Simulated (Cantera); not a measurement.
Input (Python, Cantera) and output of one run.

```python
import numpy as np
import cantera as ct

gas_names = """
    H HO2 H2 H2O H2O2 O OH O2 O3 Pb PbO Pb2
""".split()
cond_names = """
    H2O(s) H2O(L) Pb(cr) Pb(L) PbO(rd) PbO(yw) PbO(L) PbO2(s) Pb3O4(s)
""".split()


# ... load() reads the species with a 1 bar reference pressure and builds the phases ...
atoms = {
    'PbO': {'Pb': 1, 'O': 1},
    'H2': {'H': 2},
}
top_T = {'Pb3O4(s)': 820}  # K; cautious upper limits of use, not melting points


# ... equilibrate(T, P, feed) seeds the gas with the atoms and calls Mixture.equilibrate('TP', solver="vcs", rtol=1e-11, max_steps=5000) ...
results = []
feed = {'PbO': 1, 'H2': 70}  # mol
P = 30000  # Pa
for T in [473, 548, 623, 698, 773, 848, 923, 998, 1073, 1148, 1223, 1298, 1373]:
    mix = equilibrate(T, P, feed)
    results.append((T, P, feed, dict(zip(mix.species_names, mix.species_moles))))

top = {s: max(r[3][s] / sum(r[3][g] for g in gas_names) for r in results) for s in gas_names}
cols = sorted((s for s in top if top[s] > 1e-05), key=lambda s: -top[s])[:8]
seen = [c for c in cond_names if any(r[3].get(c, 0) > 1e-12 for r in results)]
print("log10 of partial pressures in bar; condensed amounts in mol")
print(f"{'T/K':>10s}" + "".join(f"{s[:9]:>10s}" for s in cols + seen))
for T, P, feed, n in results:
    ng = sum(n[g] for g in gas_names)
    print(f"{T:10.4g}" + "".join(f"{np.log10(max(n[s] / ng * P / 1e5, 1e-99)):10.3f}" for s in cols)
          + "".join(f"{n.get(c, 0):10.4g}" for c in seen))
```

Output:

```
log10 of partial pressures in bar; condensed amounts in mol
       T/K        H2       H2O        Pb    Pb(cr)     Pb(L)
       473    -0.529    -2.368   -15.811         1         0
       548    -0.529    -2.368   -12.883         1         0
       623    -0.529    -2.368   -10.683         0         1
       698    -0.529    -2.368    -8.993         0         1
       773    -0.529    -2.368    -7.637         0         1
       848    -0.529    -2.368    -6.524         0    0.9999
       923    -0.529    -2.368    -5.596         0    0.9994
       998    -0.529    -2.368    -4.810         0    0.9964
      1073    -0.529    -2.368    -4.136         0    0.9829
      1148    -0.530    -2.368    -3.553         0    0.9346
      1223    -0.530    -2.369    -3.042         0    0.7876
      1298    -0.533    -2.372    -2.592         0    0.3981
      1373    -0.535    -2.374    -2.374         0         0
```

Cantera equilibrium calculation (NASA polynomials, part measured and part estimated; ideal gas, pure solids and liquids).
